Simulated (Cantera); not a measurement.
Charge: 1 mol n-butane, a varied amount of H2O, equilibrated at 2298.15 K and 7.50 Torr.

Cantera equilibrium calculation (NASA polynomials, part measured and part estimated; ideal gas, pure solids and liquids). Candidate condensed phases: C, C6H6, C7H8, C8H18, H2O; 110 gas species. Kinetics and transport are ignored.

Which condensed phases are stable at each of these points (n(H2O) (mol)): 0.73, 0.91, 1.1, 1.4, 1.7, 2.2, 2.7, 3.4, 4.2?


```json
[
 {"n(H2O) (mol)": "0.73", "condensed phases": "C(graphite)", "C condensed (%)": "80.6"},
 {"n(H2O) (mol)": "0.91", "condensed phases": "C(graphite)", "C condensed (%)": "76.0"},
 {"n(H2O) (mol)": "1.1", "condensed phases": "C(graphite)", "C condensed (%)": "71.3"},
 {"n(H2O) (mol)": "1.4", "condensed phases": "C(graphite)", "C condensed (%)": "63.7"},
 {"n(H2O) (mol)": "1.7", "condensed phases": "C(graphite)", "C condensed (%)": "56.1"},
 {"n(H2O) (mol)": "2.2", "condensed phases": "C(graphite)", "C condensed (%)": "43.5"},
 {"n(H2O) (mol)": "2.7", "condensed phases": "C(graphite)", "C condensed (%)": "30.9"},
 {"n(H2O) (mol)": "3.4", "condensed phases": "C(graphite)", "C condensed (%)": "13.3"},
 {"n(H2O) (mol)": "4.2", "condensed phases": "gas only", "C condensed (%)": "0.0"}
]
```

From 0.73 mol H2O to 3.4 mol H2O the condensed part is C(graphite). At 4.2 mol H2O nothing is condensed.
